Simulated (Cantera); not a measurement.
Pyrogenic steam for wet oxidation

A perfectly stirred reactor is fed with H2 : O2 : N2 = 0.64 : 1 : 1.7 (molar parts), equivalence ratio 0.32, at 71000 Pa; it is held at 1375 K, and followed from long to short residence time.

Cantera simulation using the H2/O2 subset of GRI-Mech 3.0, which has no nitrogen chemistry; the numbers are that mechanism's predictions, not measurements. The temperature is held fixed by assumption; the heat of reaction is taken as removed at once.

```json
[
 {"τ (s)": "0.73", "x H2": "5.82e-5", "x O2": "0.225", "x H2O2": "2.54e-7", "x OH": "0.000313", "x HO2": "2.64e-6", "x H2O": "0.212", "x H": "1.24e-6"},
 {"τ (s)": "0.42", "x H2": "8.39e-5", "x O2": "0.225", "x H2O2": "3.30e-7", "x OH": "0.000376", "x HO2": "3.74e-6", "x H2O": "0.212", "x H": "2.17e-6"},
 {"τ (s)": "0.24", "x H2": "0.000122", "x O2": "0.225", "x H2O2": "4.27e-7", "x OH": "0.000453", "x HO2": "5.29e-6", "x H2O": "0.212", "x H": "3.81e-6"},
 {"τ (s)": "0.14", "x H2": "0.000174", "x O2": "0.225", "x H2O2": "5.43e-7", "x OH": "0.000541", "x HO2": "7.35e-6", "x H2O": "0.211", "x H": "6.58e-6"},
 {"τ (s)": "0.081", "x H2": "0.000249", "x O2": "0.225", "x H2O2": "6.89e-7", "x OH": "0.000649", "x HO2": "1.02e-5", "x H2O": "0.211", "x H": "1.14e-5"},
 {"τ (s)": "0.047", "x H2": "0.000355", "x O2": "0.225", "x H2O2": "8.66e-7", "x OH": "0.000778", "x HO2": "1.39e-5", "x H2O": "0.211", "x H": "1.98e-5"},
 {"τ (s)": "0.027", "x H2": "0.000510", "x O2": "0.225", "x H2O2": "1.09e-6", "x OH": "0.000935", "x HO2": "1.88e-5", "x H2O": "0.211", "x H": "3.46e-5"},
 {"τ (s)": "0.016", "x H2": "0.000715", "x O2": "0.225", "x H2O2": "1.34e-6", "x OH": "0.00111", "x HO2": "2.47e-5", "x H2O": "0.210", "x H": "5.86e-5"},
 {"τ (s)": "0.0091", "x H2": "0.00102", "x O2": "0.225", "x H2O2": "1.66e-6", "x OH": "0.00135", "x HO2": "3.25e-5", "x H2O": "0.210", "x H": "0.000103"}
]
```
x: mole fraction; the columns are a selection and need not sum to one.
